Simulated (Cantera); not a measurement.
Input (Python, Cantera) and output of one run.

```python
import numpy as np
import cantera as ct

gas_names = """
    O2 F2
""".split()
cond_names = """
    Ca(L) CaF2(a) CaO(s)
""".split()


# ... load() reads the species with a 1 bar reference pressure and builds the phases ...
species = {s.name: s for s in load("nasa_gas.yaml", gas_names) + load("nasa_condensed.yaml", cond_names)}
T = 1350
g = {n: (s.thermo.h(T) - T * s.thermo.s(T)) / (ct.gas_constant * T * np.log(10)) for n, s in species.items()}
valid = cond_names  # the entries whose range holds T


def stable(la, lb):
    # potentials (over RT ln 10) of the two non-metals from log10 p(O2) and log10 p(F2) in bar
    mu = {}
    mu["O"] = (g["O2"] + la) / 2
    mu["F"] = (g["F2"] + lb) / 2
    cost = {}
    for n in valid:
        c = species[n].composition
        cost[n] = (g[n] - sum(c.get(e, 0) * m for e, m in mu.items())) / c["Ca"]
    return min(cost, key=cost.get)


results = []
for lb in [0, -2.2, -4.4, -6.6, -8.9, -11.1, -13.3, -15.5, -17.7, -19.9, -22.1, -24.4, -26.6, -28.8, -31]:
    row = [stable(la, lb) for la in [-29, -26.9, -24.9, -22.8, -20.7, -18.6, -16.6, -14.5, -12.4, -10.4, -8.3, -6.2, -4.1, -2.1, 0]]
    results.append(row)
    print(f"{lb:6.1f}  " + " ".join(f"{valid.index(n):x}" for n in row))
print("key: " + ", ".join(f"{i:x} {n}" for i, n in enumerate(valid)))
```

Output:

```
   0.0  1 1 1 1 1 1 1 1 1 1 1 1 1 1 1
  -2.2  1 1 1 1 1 1 1 1 1 1 1 1 1 1 1
  -4.4  1 1 1 1 1 1 1 1 1 1 1 1 1 1 1
  -6.6  1 1 1 1 1 1 1 1 1 1 1 1 1 1 1
  -8.9  1 1 1 1 1 1 1 1 1 1 1 1 1 1 1
 -11.1  1 1 1 1 1 1 1 1 1 1 1 1 1 1 1
 -13.3  1 1 1 1 1 1 1 1 1 1 1 1 1 1 1
 -15.5  1 1 1 1 1 1 1 1 1 1 1 1 1 1 1
 -17.7  1 1 1 1 1 1 1 1 1 1 1 1 1 1 1
 -19.9  1 1 1 1 1 1 1 1 1 1 1 1 1 1 2
 -22.1  1 1 1 1 1 1 1 1 1 1 1 1 2 2 2
 -24.4  1 1 1 1 1 1 1 1 1 1 2 2 2 2 2
 -26.6  1 1 1 1 1 1 1 1 2 2 2 2 2 2 2
 -28.8  1 1 1 1 1 1 2 2 2 2 2 2 2 2 2
 -31.0  1 1 1 1 2 2 2 2 2 2 2 2 2 2 2
key: 0 Ca(L), 1 CaF2(a), 2 CaO(s)
```

Cantera with NASA thermochemical tables; ideal gases at 1 bar, condensed phases pure. Not in the tables: oxide halides.
